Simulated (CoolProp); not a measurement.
Ethylene at 298.15 K and 17.1 MPa is throttled through a valve to 3.91 MPa with no heat exchange. Each further row changes one setting.

The numbers come from the reference Helmholtz-energy equation of state, Smukala 2000 in CoolProp.

```tsv
case	temperature change (K)	final phase	final density (kg/m³)
as stated	-27.1	two-phase, vapour fraction 0.244	206
outlet pressure 1.17 MPa	-72.0	two-phase, vapour fraction 0.530	38.8
outlet pressure 5.08 MPa	-17.1	liquid	302
```
